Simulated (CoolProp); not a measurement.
Vapour-liquid equilibrium of m-xylene (1) + n-nonane (2) at 520.5 K; x and y are mole fractions of (1).

Model: multi-fluid Helmholtz-energy mixture model, Zhou 2012 and Lemmon 2006; pair parameters Bell 2016, in CoolProp.

```csv
x,bubble pressure (kPa),y at the bubble point,dew pressure at overall composition x (kPa),liquid density (mol/L)
0.05,778.8,[?],774.4,3.985
0.15,812.8,0.187,802.4,[?]
0.25,842.8,[?],830.1,4.270
0.35,869.0,0.399,856.6,4.432
0.45,[?],0.495,881.3,4.609
0.55,910.2,0.586,[?],4.801
0.65,925.1,0.675,921.2,[?]
0.75,936.1,0.764,934.6,[?]
0.85,943.2,0.855,942.9,5.496
0.95,945.9,0.950,945.9,5.774
```

Question: Some entries are withheld; supply them.

Answer: 
- 0.05, y at the bubble point: 0.066
- 0.15, liquid density (mol/L): 4.122
- 0.25, y at the bubble point: 0.297
- 0.45, bubble pressure (kPa): 891.5
- 0.55, dew pressure at overall composition x (kPa): 903.1
- 0.65, liquid density (mol/L): 5.012
- 0.75, liquid density (mol/L): 5.243

No azeotrope shows between x = 0.05 and 0.95.

Pair parameters are fitted to limited data, so mixtures are less certain than the pure fluids.
